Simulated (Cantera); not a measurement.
Input: 1 mol C6H6, 0.68 mol H2, held at 2825 K and 133 Pa.

Cantera equilibrium calculation (NASA polynomials, part measured and part estimated; ideal gas, pure solids and liquids). Candidate condensed phases: C, C6H6, C7H8, C8H18; 76 gas species. Kinetics and transport are ignored.

Base state: H 0.833, H2 0.116, C3 0.0321, C 0.00648, C2H2 (acetylene) 0.00421, C2H 0.00397, C2 0.00315, C5 0.000335 (mole fractions); condensed: C(graphite).

Q: What changes in the equilibrium state with this change: pressure from 133 Pa to 1000 Pa?

A: 
```json
[
 {"species": "H", "before": "0.833", "after": "0.570"},
 {"species": "H2", "before": "0.116", "after": "0.407"},
 {"species": "C2H2 (acetylene)", "before": "0.00421", "after": "0.0148"},
 {"species": "C3", "before": "0.0321", "after": "0.00428"},
 {"species": "C5", "before": "0.000335", "after": "4.46e-5"},
 {"species": "C", "before": "0.00648", "after": "0.000864"},
 {"species": "C4", "before": "6.39e-5", "after": "8.53e-6"},
 {"species": "C2", "before": "0.00315", "after": "0.000420"},
 {"species": "C(graphite), mol", "before": "5.13", "after": "5.74"}
]
```

Q: What changes in the equilibrium state with this change: C6H6 replaced by C2H6?

A: 
```tsv
species	before	after
H	0.833	0.833
H2	0.116	0.116
C3	0.0321	0.0321
C	0.00648	0.00648
C4H2	6.35e-5	6.35e-5
C2	0.00315	0.00315
C4	6.39e-5	6.39e-5
C(graphite), mol	5.13	1.13
```

Q: What changes in the equilibrium state with this change: temperature from 2825 K to 723 K?

A: 
```csv
species,before,after
H2,0.116,0.993
CH4,1.71e-9,0.00702
H,0.833,<1e-9
C3,0.0321,<1e-9
C,0.00648,<1e-9
C2H2 (acetylene),0.00421,<1e-9
"C(graphite), mol",5.13,5.97
```
